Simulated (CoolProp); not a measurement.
Values from CoolProp's reference Helmholtz-energy equation of state, Thol 2021.

### Question
For chlorine, give the phase and the density (kg/m³), cp (kJ/(kg K)), Joule-Thomson coefficient (K/MPa), isothermal compressibility (1/MPa) at 217.4 K and 780 kPa; 217.4 K and 1480 kPa; 217.4 K and 5320 kPa.

### Answer
- 217.4 K and 780 kPa: liquid; density 1620, cp 0.937, Joule-Thomson coefficient -0.420, isothermal compressibility 0.000860
- 217.4 K and 1480 kPa: liquid; density 1630, cp 0.936, Joule-Thomson coefficient -0.421, isothermal compressibility 0.000855
- 217.4 K and 5320 kPa: liquid; density 1630, cp 0.933, Joule-Thomson coefficient -0.425, isothermal compressibility 0.000829
